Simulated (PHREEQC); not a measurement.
A made-up water analysis in mg/L, 25 °C, pH 5.77, pe 8.1: Na 0.773; K 1.14; Ca 2.54; Mg 0.225; Cl 1.08; S(6) as SO4 0.731; Alkalinity as HCO3 10; Si as SiO2 0.0013; Sr 0.21; N(5) as NO3 0.171.

Valence states are taken as typed.

Equilibrium calculation in PHREEQC: ion-association model, wateq4f.dat.

Precipitation was switched off in this run.

Q: Estimate the charge-balance error.

A: charge-balance error 0.1 %.

Q: In which forms is C present?

A: CO2 79 %, HCO3- 21 % of the C.
